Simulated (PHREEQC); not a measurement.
Consider water at 35 °C with 0.13 mol NH4HF2 and 5.3e-05 mol K2SO4 per kg of water. Closed to the air; pH follows from the charge balance.

Equilibrium calculation in PHREEQC: ion-association model, phreeqc.dat.

The pH comes out as 3.12, the ionic strength comes out as 0.131 mol/kgw and the activity of water is 0.994. The density is 0.997 g/cm³ and the total alkalinity is -130 meq/kg.

```csv
species,molality,activity,log γ
NH4+,0.130,0.0931,-0.145
F-,0.0949,0.0699,-0.133
HF,0.0930,0.0959,0.013
HF2-,0.0360,0.0275,-0.118
H+,0.000937,0.000761,-0.091
K+,0.000106,7.85e-5,-0.131
SO4-2,3.38e-5,1.13e-5,-0.476
NH4SO4-,1.78e-5,1.36e-5,-0.118
```

Precipitation was switched off in this run.
